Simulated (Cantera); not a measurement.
A perfectly stirred reactor is fed with H2 : O2 = 0.0052 : 1 (molar parts), equivalence ratio 0.0026, at 20.0 Torr; it is held at 1000 K, and followed from long to short residence time.

Cantera simulation using the H2/O2 subset of GRI-Mech 3.0, which has no nitrogen chemistry; the numbers are that mechanism's predictions, not measurements. Radical loss at walls, strong at low pressure, is not modelled.

Problem. What does this change do: temperature 1000 to 1225 K?

Solution. 
| quantity | before | after |
|---|---|---|
| x(H2) at τ = 2.40 s | 6.53e-5 | 1.33e-5 |
| x(O2) at τ = 2.40 s | 0.995 | 0.994 |
| x(H2O) at τ = 2.40 s | 0.00509 | 0.00509 |
| x(H2O2) at τ = 2.40 s | 2.34e-8 | 1.03e-8 |
| x(O) at τ = 2.40 s | 0.000176 | 0.000487 |
| x(H2) at τ = 62.0 ms | 0.000472 | 0.000119 |
| x(O2) at τ = 62.0 ms | 0.994 | 0.992 |
| x(H2O) at τ = 62.0 ms | 0.00456 | 0.00480 |
| x(H2O2) at τ = 62.0 ms | 8.14e-8 | 2.41e-8 |
| x(O) at τ = 62.0 ms | 0.00105 | 0.00277 |
